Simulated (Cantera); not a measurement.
Feed: 1 mol NiS, 11 mol H2, held at 775 °C and 100000 Pa.

Equilibrium computed with Cantera from the NASA thermochemical tables; the gas is ideal and each condensed phase is pure. Candidate condensed phases: Ni, NiS, NiS2, Ni3S2, Ni3S4, S; 9 gas species. Kinetics and transport are ignored.

Base state: H2 0.970, H2S 0.0303 (mole fractions); condensed: Ni3S2(s).

Q: What changes in the equilibrium state with this change: NiS replaced by CuO?

A: 
| species | before | after |
|---|---|---|
| H2 | 0.970 | 0.909 |
| H2O | 0 | 0.0909 |
| H2S | 0.0303 | 0 |
| Ni3S2(s), mol | 0.333 | 0 |
| Cu(s), mol | 0 | 1.00 |
Further candidate phases: Cu, CuO, Cu(OH)2, Cu2O, H2O.
